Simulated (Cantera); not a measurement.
Input: 1 mol PbO, 0.97 mol C, 0.95 mol CO, 0.5 mol CH4, equilibrated at 15.0 mbar.

Cantera equilibrium calculation (NASA polynomials, part measured and part estimated; ideal gas, pure solids and liquids). Candidate condensed phases: C, C6H6, C7H8, C8H18, H2O, Pb, PbO, PbO2, Pb3O4; 113 gas species. Equilibrium is a limit: real reactors are often held back by kinetics, nucleation or transport.

**Question.** At 2373 K, list the 4 most abundant gas species with their mole fractions, and the condensed phases.

**Answer.** CO 0.481, Pb 0.246, H2 0.218, H 0.0533. Condensed: C(graphite).
